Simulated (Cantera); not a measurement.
Feed: 1 mol CH₃SiH₃, 0.18 mol C₂H₄, 2.4 mol H₂, held at 390 Pa.

Method: chemical equilibrium by Gibbs-energy minimisation in Cantera with the NASA 1993 tables (ideal gas, pure condensed phases). Candidate condensed phases: C, C₆H₆, C₇H₈, C₈H₁₈, Si, SiC; 87 gas species. The feed counts by its element totals alone. Gases not in the tables: Si₂H₆ and higher silanes. Rates play no part.

Task: What share of the Si ends up in condensed phases as a function of T (K), at 1450, 1550, 1650, 1750, 1850, 1950, 2050, 2150, 2250, 2350?

Result: 
| T (K) | Si condensed (%) | as |
|---|---|---|
| 1450 | 100.0 | SiC(s) |
| 1550 | 100.0 | SiC(s) |
| 1650 | 100.0 | SiC(s) |
| 1750 | 100.0 | SiC(s) |
| 1850 | 100.0 | SiC(s) |
| 1950 | 99.8 | SiC(s) |
| 2050 | 99.1 | SiC(s) |
| 2150 | 96.2 | SiC(s) |
| 2250 | 84.8 | SiC(s) |
| 2350 | 42.4 | SiC(s) |
